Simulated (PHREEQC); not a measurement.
Solution (25 °C): 0.013 mol/kgw TMAH, 0.046 mol/kgw AlCl3 and 0.00041 mol/kgw K2CO3. Closed to the air; pH follows from the charge balance.

The numbers come from PHREEQC with the ion-association model, phreeqc.dat.

Question: The ionic strength comes out as 0.251 mol/kgw. What activity coefficients do K+, HCO3-, Al(OH)4-, Al+3, Al(OH)2+ get?

Answer: K+ 0.70, HCO3- 0.73, Al(OH)4- 0.71, Al+3 0.12, Al(OH)2+ 0.73.

No solid was allowed to form. Examples of supersaturated solids here: Al(OH)3(a), Gibbsite (slow to form). Others may be too. (CH3)4N+ isn't in the database: it is added as a free cation with an ion size of 4 Å.
